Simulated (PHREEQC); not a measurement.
Make-up at 4.7 °C: 0.074 mol/kgw MnSO4, 0.00085 mol/kgw H3AsO4, 0.0028 mol/kgw HCl and 0.029 mol/kgw Na2SO4. Closed to the air; pH follows from the charge balance.

Computed with PHREEQC (ion-association model, wateq4f.dat).

### Question
The ionic strength comes out as 0.258 mol/kgw. What activity coefficients do H2AsO4-, SO4-2, Na+, H+, NaSO4- get?

### Answer
H2AsO4- 0.74, SO4-2 0.28, Na+ 0.74, H+ 0.79, NaSO4- 0.74.

This is a speciation only: nothing precipitates in the calculation. Complexes and solids missing from the database can't appear. Constants without temperature data keep their 25 °C values here. The database has no arsenate complexes of Mn.
